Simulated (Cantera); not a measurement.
## Equilibrium for boron, boron nitride and boron oxide: borazine + O₂ + N₂

Charge: 1 mol borazine, 0.62 mol O₂, 0.36 mol N₂.

These are equilibrium values from Cantera (NASA tables, ideal gas, pure condensed phases), not measurements of a reactor. Candidate condensed phases: B, BN, B₂O₃, B₃O₃H₃, H₂O; 39 gas species. The feed counts by its element totals alone. Mutual solubility and eutectic melting of coexisting phases are not modelled. The numbers say what is thermodynamically allowed, not how fast it happens.

Problem. Map the stable condensed phases over T = 477, 677, 877, 1077, 1277, 1477, 1677, 1877, 2077 °C and P in Pa = 10, 37, 140, 520, 1900, 7200, 27000, 100000.

Solution. 
```
T in °C \ P in Pa
             10     37    140    520   1900   7200  27000 100000
   2077       A      B      B      B      B      C      C      C
   1877       B      B      B      C      C      C      C      C
   1677       B      C      C      C      C      C      C      D
   1477       C      C      C      C      C      D      D      D
   1277       C      C      D      D      D      D      D      D
   1077       D      D      D      D      D      D      D      D
    877       D      D      D      D      D      D      D      D
    677       D      D      D      D      D      D      D      D
    477       D      D      D      D      D      D      D      D
```
A: gas only; B: B; C: BN; D: BN + B₂O₃.
